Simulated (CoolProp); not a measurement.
Vapour-liquid equilibrium of hydrogen chloride (1) + propane (2) at 196.8 K; x and y are mole fractions of (1).

Computed with CoolProp (multi-fluid Helmholtz-energy mixture model, Thol 2018 and Lemmon 2009; pair parameters Bell 2016).

Question: Give the bubble pressure and the first vapour's composition at x = 0.05, 0.35, 0.85. Is there an azeotrope?

Answer: x = 0.05: 0.04270 MPa, y = 0.626; x = 0.35: 0.1259 MPa, y = 0.896; x = 0.85: 0.1520 MPa, y = 0.943. No azeotrope shows between x = 0.05 and 0.95.

The pair parameters rest on a limited set of measurements; away from them the model extrapolates. With so large a gap from Raoult's law the liquid may split in two, which this calculation doesn't test in full.
